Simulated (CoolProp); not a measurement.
The fluid at 298.15 K and 0.197 MPa flows at 0.24 m/s in a round tube of 2 mm bore and 1.5 µm roughness, fully developed (64/Re and Nu = 3.66 if laminar; Colebrook and Gnielinski if turbulent). The same conditions are run with several fluids, on thermodynamics alone (safety and materials aside).

Model: reference Helmholtz-energy equation of state of each fluid (oxygen: Schmidt 1985; R143a: Lemmon and Jacobsen 2000; sulfur hexafluoride: Guder 2009; R152A: Outcalt 1996; R407C: Lemmon 2003), in CoolProp. Blends and air are pseudo-pure fits.

| fluid | Reynolds number | Darcy friction factor | pressure drop (Pa/m) | heat-transfer coefficient (W/(m² K)) | mass flow (kg/h) |
|---|---|---|---|---|---|
| oxygen | … | 1.08 | … | 48.3 | 0.00691 |
| R143a | 298 | … | 21.4 | 27.3 | 0.0188 |
| sulfur hexafluoride | 374 | 0.171 | 29.3 | … | 0.0322 |
| R152A | 236 | 0.271 | 21.4 | … | 0.0149 |
| R407C | 277 | 0.231 | 23.5 | 24.4 | … |

Some entries are withheld; supply them.


- oxygen, Reynolds number: 59.4
- oxygen, pressure drop (Pa/m): 39.5
- R143a, Darcy friction factor: 0.215
- sulfur hexafluoride, heat-transfer coefficient (W/(m² K)): 23.8
- R152A, heat-transfer coefficient (W/(m² K)): 26.1
- R407C, mass flow (kg/h): 0.0192

Transport values come from each fluid's own correlations; those of R143a, R152A are estimates that may be off by 10 % or more.
